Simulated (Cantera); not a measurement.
Charge: 1 mol Si3H8, 57 mol H2, 4 mol HCl, at 750 Torr.

These are equilibrium values from Cantera (NASA tables, ideal gas, pure condensed phases), not measurements of a reactor. Candidate condensed phases: Si; 19 gas species. The feed counts by its element totals alone. The numbers say what is thermodynamically allowed, not how fast it happens.

Over these rows the condensed part is Si(s). Partial pressures as log10 of bar:

```
T (K)  1000/T (1/K)  log p SiCl4  log p H2  log p HCl
-----  ------------  -----------  --------  ---------
1073         0.9320        -2.18     -0.01      -1.97
1173         0.8525        -2.30     -0.01      -1.71
1273         0.7855        -2.54     -0.02      -1.52
1373         0.7283        -2.92     -0.02      -1.42
1473         0.6789        -3.45     -0.02      -1.37
1573         0.6357            ?     -0.02      -1.35
```

Question: Fit log p(SiCl4) = a + b·(1000/T) to the five rows, give the apparent enthalpy, and predict the row at 1573 K.

Answer: Means: 1000/T = 0.7954, log p = -2.678. Sxy = 0.194421, Sxx = 0.0400926, so b = 4.85 and a = -2.678 − (4.85)×0.7954 = -6.54.
Apparent enthalpy: −19.145 × (4.85) = -93 kJ/mol. With the condensed phases at unit activity, Si(s) + 4 HCl(g) = SiCl4(g) + 2 H2(g) links this pressure to the main gases: over the six rows their terms move log p by +2.50 in all, so the slope isn't that reaction's ΔH° alone. The five rows lie within 0.20 of the line; that is curvature, so one enthalpy describes this range poorly.
Prediction at 1573 K: -6.54 + (4.85)×0.6357 = -3.46. The computed value is -4.01, 0.55 from the line.
